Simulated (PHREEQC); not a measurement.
Consider water at 25 °C with 0.0093 mol CuCl2, 0.014 mol HNO3 and 0.0043 mol H3BO3 per kg of water. Closed to the air; pH follows from the charge balance.

The numbers come from PHREEQC with the ion-association model, phreeqc.dat.

Each row changes one thing in this solution. Precipitation was switched off in this run.

```
case                               pH  CuCl+ (mol/kgw)  CuCl2 (mol/kgw)  CuOH+ (mol/kgw)  H2BO3- (mol/kgw)  CuCl3- (mol/kgw)
-------------------------------  ----  ---------------  ---------------  ---------------  ----------------  ----------------
as made                          1.92         0.000226          1.51e-6          4.59e-9          2.49e-10          9.93e-11
temperature from 25 to 5 °C      1.92              [?]          4.46e-7          4.70e-9          1.67e-10          2.02e-11
HNO3 from 0.014 to 0.07 mol/kgw  1.24         0.000182          1.04e-6         8.22e-10          5.59e-11               [?]
```

### Question
What belongs in the gaps?

### Answer

- temperature from 25 to 5 °C, CuCl+ (mol/kgw): 8.25e-5
- HNO3 from 0.014 to 0.07 mol/kgw, CuCl3- (mol/kgw): 6.93e-11

Species that the database lacks are ignored. Constants without temperature data keep their 25 °C values here.
